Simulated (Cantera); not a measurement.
# Chemical vapour transport: TiO2 + HCl + H2

Feed: 1 mol TiO2, 1.1 mol HCl, 0.31 mol H2, at 75.0 Torr.

These are equilibrium values from Cantera (NASA tables, ideal gas, pure condensed phases), not measurements of a reactor. Candidate condensed phases: H2O, Ti, TiCl2, TiCl3, TiCl4, TiO, TiO2, Ti2O3, Ti3O5, Ti4O7; 23 gas species. Mutual solubility and eutectic melting of coexisting phases are not modelled. Condensed phases not in the tables: Magnéli phases beyond Ti4O7, TiOCl. Rates play no part.

| T (°C) | x HCl | x H2 | x H2O | x TiCl4 | x TiCl3 | x Cl | n TiO2(rutile) | n Ti4O7(s) |
|---|---|---|---|---|---|---|---|---|
| 727 | 0.777 | 0.220 | 0.00166 | 0.000828 | 3.21e-6 | 1.11e-8 | 0.999 | 0 |
| 802 | 0.777 | 0.220 | 0.00196 | 0.000970 | 1.09e-5 | 6.95e-8 | 0.999 | 0 |
| 877 | 0.777 | 0.220 | 0.00227 | 0.00110 | 3.14e-5 | 3.44e-7 | 0.998 | 0 |
| 952 | 0.776 | 0.220 | 0.00259 | 0.00122 | 7.79e-5 | 1.40e-6 | 0.998 | 0 |
| 1027 | 0.776 | 0.220 | 0.00294 | 0.00130 | 0.000170 | 4.88e-6 | 0.998 | 0 |
| 1102 | 0.775 | 0.220 | 0.00333 | 0.00134 | 0.000329 | 1.48e-5 | 0.998 | 0 |
| 1177 | 0.774 | 0.220 | 0.00378 | 0.00132 | 0.000573 | 4.02e-5 | 0.997 | 0 |
| 1252 | 0.774 | 0.220 | 0.00432 | 0.00125 | 0.000907 | 9.90e-5 | 0.997 | 0 |
| 1327 | 0.776 | 0.215 | 0.00690 | 0.000605 | 0.000686 | 0.000227 | 0.974 | 0.00607 |
x: gas mole fraction; n: condensed amount in mol.

From 727 °C to 1252 °C the condensed part is TiO2(rutile). At 1327 °C the condensed part is TiO2(rutile) + Ti4O7(s). The main Ti-bearing gas is TiCl4 at 727 °C and TiCl3 at 1327 °C.
